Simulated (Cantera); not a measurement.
Charge: 1 mol Si, 1.3 mol O2, 110 mol H2, at 877 °C and 17.0 bar.

Method: chemical equilibrium by Gibbs-energy minimisation in Cantera with the NASA 1993 tables (ideal gas, pure condensed phases). Candidate condensed phases: H2O, Si, SiO2; 18 gas species. The tables hold silica as quartz up to 1696 K and as liquid above; real silica turns to tridymite and cristobalite and melts near 1996 K. Kinetics and transport are ignored.

Base state: H2 0.995, H2O 0.00545 (mole fractions); condensed: SiO2(β-quartz).

Question: What changes in the equilibrium state with this change: O2 from 1.3 to 0.16 mol?

Answer: 
```
species               before    after
-------------------  -------  -------
H2                     0.995    1.000
SiH4                   <1e-9  1.00e-5
H2O                  0.00545  2.39e-8
SiO2(β-quartz), mol     1.00    0.160
Si(s), mol                 0    0.839
```
Mutual solubility and eutectic melting of coexisting phases are not modelled. Gases not in the tables: Si2H6 and higher silanes.
